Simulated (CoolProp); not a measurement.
Vapour pressure (kPa) of isohexane: the reference equation beside estimates from Tc = 224.6 °C, pc = 3043 kPa, ω = 0.280. Clausius-Clapeyron is anchored at 115.55 °C with a constant enthalpy of vaporisation of 23.85 kJ/mol.

Computed with CoolProp (reference Helmholtz-energy equation of state, Lemmon 2006). It is a short technical equation, of lower accuracy than the large ones.

```tsv
T (°C)	reference	Clausius-Clapeyron	Redlich-Kwong
59.05	97.63	126.8	175.7
73.15	150.3	180.2	252.8
87.35	223.2	249.8	352.7
101.45	319.7	337.0	476.9
115.55	444.8	444.8	629.1
129.75	604.9	577.0	813.5
143.85	803.1	734.0	1030
158.05	1048	920.6	1285
172.15	1343	1136	1578
186.35	1699	1387	1914
```

Absolute difference from the reference over all 10 rows, mean and median: Clausius-Clapeyron 12.6 and 12.0 %, Redlich-Kwong 41.2 and 38.0 %.
